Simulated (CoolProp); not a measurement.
Vapour-liquid equilibrium of toluene (1) + n-nonane (2) at 178.55 °C; x and y are mole fractions of (1).

Model: multi-fluid Helmholtz-energy mixture model, Lemmon 2006 and Lemmon 2006; pair parameters Bell 2016, in CoolProp.

```
x     bubble pressure (bar)  y at the bubble point  dew pressure at overall composition x (bar)  liquid density (mol/L)
----  ---------------------  ---------------------  -------------------------------------------  ----------------------
0.05                  2.190                  0.122                                        2.076                   4.636
0.2                   2.733                  0.390                                        2.326                   4.944
0.35                  3.239                  0.567                                   (withheld)                   5.295
0.5                   3.702             (withheld)                                   (withheld)                   5.699
0.65                  4.126                  0.797                                        3.529                   6.169
0.8                   4.523                  0.886                                        4.138              (withheld)
0.95                  4.903                  0.971                                   (withheld)                   7.386
```

Task: Some entries are withheld; supply them.

Result: 
- 0.35, dew pressure at overall composition x (bar): 2.637
- 0.5, y at the bubble point: 0.695
- 0.5, dew pressure at overall composition x (bar): 3.031
- 0.8, liquid density (mol/L): 6.723
- 0.95, dew pressure at overall composition x (bar): 4.809

No azeotrope shows between x = 0.05 and 0.95.

Pair parameters are fitted to limited data, so mixtures are less certain than the pure fluids.
